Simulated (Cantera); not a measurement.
A closed system holds: 1 mol Fe3O4, 3.4 mol CH4, 1.3 mol CO, at 1850 K and 10000 Pa.

Cantera equilibrium calculation (NASA polynomials, part measured and part estimated; ideal gas, pure solids and liquids). Candidate condensed phases: C, C6H6, C7H8, C8H18, Fe, Fe(CO)5, FeO, Fe(OH)2, Fe(OH)3, Fe2O3, Fe3O4, H2O; 114 gas species. The numbers say what is thermodynamically allowed, not how fast it happens.

Base state: H2 0.546, CO 0.400, H2O 0.0441, CO2 0.00804, H 0.00126, Fe 0.000585 (mole fractions); condensed: Fe(l).

Q: What changes in the equilibrium state with this change: Fe3O4 replaced by Fe2O3?

A: 
| species | before | after |
|---|---|---|
| H2 | 0.546 | 0.611 |
| CO | 0.400 | 0.387 |
| H | 0.00126 | 0.00133 |
| H2O | 0.0441 | 5.30e-6 |
| Fe | 0.000585 | 0.000585 |
| C2H2 (acetylene) | <1e-9 | 0.000160 |
| CH4 | 2.17e-9 | 2.44e-5 |
| CO2 | 0.00804 | 8.35e-7 |
| Fe(l), mol | 2.99 | 1.99 |
| C(graphite), mol | 0 | 0.396 |
Iron dissolves carbon and melts from about 1420 K in contact with it, which pure phases cannot show. Condensed phases not in the tables: cementite and carbon dissolved in iron.

Q: What changes in the equilibrium state with this change: pressure from 10000 Pa to 4800 Pa?

A: 
```tsv
species	before	after
H2	0.546	0.545
CO	0.400	0.400
H2O	0.0441	0.0440
Fe	0.000585	0.00122
H	0.00126	0.00182
OH	7.51e-6	1.08e-5
CO2	0.00804	0.00804
Fe(l), mol	2.99	2.99
```
